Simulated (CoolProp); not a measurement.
Properties of R407C along the isotherm 406.4 K.

Values from CoolProp's reference Helmholtz-energy equation of state, Lemmon 2003. It is a pseudo-pure fit of the blend.

```csv
p (MPa),phase,cp (kJ/(kg K)),cv (kJ/(kg K)),isothermal compressibility (1/MPa)
2.32,gas,1.126,0.9392,0.4958
4.63,gas,1.378,0.9894,0.3035
6.95,supercritical,1.917,1.041,0.2550
9.26,supercritical,2.353,1.058,0.1617
11.6,supercritical,2.085,1.044,0.07229
13.9,supercritical,1.870,1.033,0.04031
16.2,supercritical,1.744,1.026,0.02673
18.5,supercritical,1.665,1.022,0.01966
20.8,supercritical,1.610,1.020,0.01544
23.2,supercritical,1.569,1.018,0.01257
```

The peak of cp marks the crossing from liquid-like to gas-like fluid above the critical point.
